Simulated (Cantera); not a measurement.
# Premixed flame

A freely propagating, adiabatic, planar premixed flame of CH3OH : O2 : N2 : H2O = 1 : 1.6 : 4.75 : 1.1 (molar parts), equivalence ratio 0.94, unburnt at 575 K and 1.01 bar; mixture-averaged transport, grid criteria slope 0.08 and curve 0.16, no radiation.

Computed with Cantera and GRI-Mech 3.0 (53 species, 325 reactions). GRI-Mech 3.0 was tuned for natural gas; its chemistry of methanol as a main component is partial and can be far from experiment. Burning velocities carry a grid error of a few per cent, more on coarse grids.

```
z (mm)   T (K)  u (m/s)  x CH3OH    x O2  x H2O   x C2H6  x CH2CO    x NO2
-------  -----  -------  -------  ------  -----  -------  -------  -------
-0.866     575     1.20    0.118   0.189  0.130    <1e-8    <1e-8    <1e-8
-0.577     576     1.21    0.118   0.188  0.130    <1e-8    <1e-8    <1e-8
-0.433     582     1.23    0.117   0.187  0.131    <1e-8    <1e-8    <1e-8
-0.289     626     1.33    0.114   0.182  0.138    <1e-8  3.94e-8  1.59e-8
-0.144     907     1.99   0.0899   0.155  0.176  8.72e-8  6.24e-7  1.06e-7
-0.0722   1256     2.83   0.0511   0.121  0.221  2.58e-7  1.97e-6  1.22e-7
0         1645     3.82  0.00706  0.0809  0.273  3.36e-7  4.13e-6  2.27e-8
0.0722    1787     4.16  6.49e-5  0.0561  0.296  1.16e-8  8.52e-7    <1e-8
0.144     1847     4.28  1.59e-7  0.0434  0.302    <1e-8  5.04e-8    <1e-8
0.289     1932     4.43    <1e-8  0.0344  0.305    <1e-8    <1e-8    <1e-8
0.577     2032     4.63    <1e-8  0.0287  0.310    <1e-8    <1e-8    <1e-8
1.15      2131     4.82    <1e-8  0.0243  0.319    <1e-8    <1e-8    <1e-8
2.31      2212     4.97    <1e-8  0.0205  0.326    <1e-8    <1e-8    <1e-8
```
x: mole fraction of selected species; z is measured from the peak of heat release.

The laminar burning velocity is 120 cm/s and the thermal thickness is 0.289 mm. The peak x(C2H6) comes out as 3.96e-7. The peak x(CH2CO) is 4.14e-6. The grid points is 131.
